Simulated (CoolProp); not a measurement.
A single-stage vapour-compression cycle with the fluoroketone C6F12O (FK-5-1-12): evaporating at 290.15 K (dew point), condensing at 328.15 K (bubble point), superheat 10 K, subcooling 0 K, compressor efficiency 0.6, no pressure losses. Each further row changes one setting.

The numbers come from the reference Helmholtz-energy equation of state, McLinden 2015 in CoolProp.

```json
[
 {"case": "as stated", "cooling COP": "3.43", "pressure ratio": "4.35", "discharge temperature (K)": "328.1", "refrigerating effect (kJ/kg)": "63.4", "volumetric capacity (kJ/m³)": "234"},
 {"case": "evaporating temperature 295.15 K", "cooling COP": "4.23", "pressure ratio": "3.49", "discharge temperature (K)": "328.1", "refrigerating effect (kJ/kg)": "67.6", "volumetric capacity (kJ/m³)": "308"},
 {"case": "condensing temperature 323.15 K", "cooling COP": "4.18", "pressure ratio": "3.67", "discharge temperature (K)": "323.1", "refrigerating effect (kJ/kg)": "69.1", "volumetric capacity (kJ/m³)": "255"},
 {"case": "subcooling 5 K", "cooling COP": "3.73", "pressure ratio": "4.35", "discharge temperature (K)": "328.1", "refrigerating effect (kJ/kg)": "69.1", "volumetric capacity (kJ/m³)": "255"},
 {"case": "superheat 20 K", "cooling COP": "3.68", "pressure ratio": "4.35", "discharge temperature (K)": "334.3", "refrigerating effect (kJ/kg)": "72.2", "volumetric capacity (kJ/m³)": "257"},
 {"case": "compressor efficiency 0.5", "cooling COP": "2.86", "pressure ratio": "4.35", "discharge temperature (K)": "328.1", "refrigerating effect (kJ/kg)": "63.4", "volumetric capacity (kJ/m³)": "234"}
]
```

The compression ends wet for: as stated; evaporating temperature 295.15 K; condensing temperature 323.15 K; subcooling 5 K; compressor efficiency 0.5.
